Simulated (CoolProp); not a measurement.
A closed Brayton cycle with dry air: compressor inlet 322.15 K and 3.1 MPa, high pressure 6.4 MPa, turbine inlet 890 K, compressor efficiency 0.85, turbine efficiency 0.9, recuperator effectiveness 0.9 (on enthalpy, no pinch check). Each further row changes one setting.

Values from CoolProp's reference Helmholtz-energy equation of state, Lemmon 2000. It is a pseudo-pure fit of the blend.

| case | thermal efficiency (%) | net work (kJ/kg) | compressor to turbine work | compressor exit (K) | turbine exit (K) |
|---|---|---|---|---|---|
| as stated | 34.1 | 66.1 | 0.57 | 409.8 | 752.1 |
| turbine inlet 840 K | 31.8 | 57.3 | 0.61 | 409.8 | 708.6 |
| compressor inlet 332.15 K | 32.9 | 63.2 | 0.59 | 422.4 | 752.1 |
| high pressure 5.44 MPa | 33.3 | 55.4 | 0.55 | 388.6 | 781.1 |
| recuperator effectiveness 0.5 | 19.5 | 66.1 | 0.57 | 409.8 | 752.1 |
